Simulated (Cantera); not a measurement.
## Low-pressure radical oxidation in H2/O2

An isothermal, constant-pressure homogeneous reactor starts with 2.28 % H2, 53.1 % O2, 44.6 % N2, at 1000 K and 10.00 Torr.

Computed with Cantera and GRI-Mech 3.0 (53 species, 325 reactions). Radical loss at walls, strong at low pressure, is not modelled.

```csv
t (s),x H2,x O2,x O,x H2O2,x NO
0.000200,0.0228,0.531,7.58e-12,<1e-12,<1e-12
0.000638,0.0228,0.531,6.28e-11,<1e-12,<1e-12
0.00204,0.0228,0.531,9.78e-10,<1e-12,<1e-12
0.00650,0.0228,0.531,7.38e-7,3.24e-12,<1e-12
0.0208,0.000904,0.518,0.00897,7.00e-8,2.28e-8
0.0662,0.000138,0.523,0.00351,3.99e-8,6.65e-8
0.211,2.03e-5,0.525,0.000549,3.43e-8,7.11e-8
0.675,2.08e-6,0.526,6.05e-5,2.12e-8,7.12e-8
2.15,2.29e-7,0.526,7.39e-6,8.72e-9,7.11e-8
6.87,3.38e-8,0.526,1.20e-6,2.87e-9,7.11e-8
21.9,6.65e-9,0.526,2.53e-7,8.81e-10,7.11e-8
70.0,1.59e-9,0.526,6.33e-8,2.70e-10,7.12e-8
```
x: mole fraction; the columns are a selection and need not sum to one.

Equilibrium at this temperature and pressure: H2 2.43e-11, O2 0.526, O 9.94e-10, H2O2 5.44e-12, NO 3.77e-5 (gas phase only).
